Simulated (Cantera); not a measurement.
Feed: 1 mol Fe2O3, 0.21 mol O2, 0.36 mol CO2, held at 848 K and 1.00 bar.

These are equilibrium values from Cantera (NASA tables, ideal gas, pure condensed phases), not measurements of a reactor. Candidate condensed phases: C, Fe, Fe(CO)5, FeO, Fe2O3, Fe3O4; 15 gas species. Equilibrium is a limit: real reactors are often held back by kinetics, nucleation or transport.

Base state: CO2 0.632, O2 0.368 (mole fractions); condensed: Fe2O3(s).

Question: What changes in the equilibrium state with this change: temperature from 848 K to 1775 K?

Answer: 
| species | before | after |
|---|---|---|
| O2 | 0.368 | 0.511 |
| CO2 | 0.632 | 0.489 |
| CO | <1e-9 | 0.000108 |
| O | <1e-9 | 6.85e-5 |
| Fe2O3(s), mol | 1.00 | 0 |
| Fe3O4(s), mol | 0 | 0.667 |

Question: What changes in the equilibrium state with this change: Fe2O3 replaced by MgCO3?

Answer: 
```
species        before  after
-------------  ------  -----
CO2             0.632  0.866
O2              0.368  0.134
Fe2O3(s), mol    1.00      0
MgO(s), mol         0   1.00
```
Further candidate phases: Mg, MgCO3, MgO.
